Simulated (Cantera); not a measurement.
A perfectly stirred reactor is fed with 4.19 % CH₄, 1.89 % C₂H₆, 19.7 % O₂, 74.2 % N₂, at 550000 Pa; it is adiabatic with a 550 K inlet, and is followed from long to short residence time, starting on the burning branch (τ in s: 0.024, 0.013, 0.0073, 0.004, 0.0022, 0.0012, 0.00068, 0.00038, 0.00021, 0.00011, 6.4e-05, 3.5e-05).

Computed with Cantera and GRI-Mech 3.0 (53 species, 325 reactions).

One state of this run: T (K) = 2120; x CH₄ = 1.84e-5; x C₂H₆ = 1.51e-6; x O₂ = 0.0471; x H₂O₂ = 3.03e-7; x HO₂ = 5.21e-6; x H₂ = 0.000610. x: mole fraction; the columns are a selection and need not sum to one.

Task: Which value of τ (s) does it belong to?
A. 0.0022
B. 0.00068
C. 0.013
D. 6.4e-5

Result: A, 0.0022
